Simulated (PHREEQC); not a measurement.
## Copper plating or etch bath: an equilibrium model

Dissolve 0.11 mol Cu(BF4)2, 0.00019 mol HBF4 and 0.028 mol H3BO3 per kg of water at 81 °C. Closed to the air; pH follows from the charge balance.

Equilibrium calculation in PHREEQC: ion-association model, wateq4f.dat.

pH: 2.35
ionic strength: 0.334 mol/kgw
activity of water: 0.994
total alkalinity: -661 meq/kg

| species | molality | activity | log γ |
|---|---|---|---|
| BF4- | 0.201 | 0.120 | -0.222 |
| Cu+2 | 0.109 | 0.0268 | -0.609 |
| H3BO3 | 0.0245 | 0.0265 | 0.033 |
| HF | 0.0152 | 0.0164 | 0.033 |
| BF3OH- | 0.0144 | 0.00863 | -0.222 |
| BF2(OH)2- | 0.00855 | 0.00512 | -0.222 |
| H+ | 0.00589 | 0.00447 | -0.120 |
| F- | 0.00127 | 0.000809 | -0.196 |
| CuF+ | 0.000865 | 0.000609 | -0.152 |
| HF2- | 8.91e-5 | 5.67e-5 | -0.196 |
| H2F2 | 7.10e-5 | 7.67e-5 | 0.033 |
| BF(OH)3- | 2.33e-5 | 1.40e-5 | -0.222 |

No solid was allowed to form. Species that the database lacks are ignored. Constants without temperature data keep their 25 °C values here. Real BF4- forms and hydrolyses slowly; the run takes it at equilibrium.
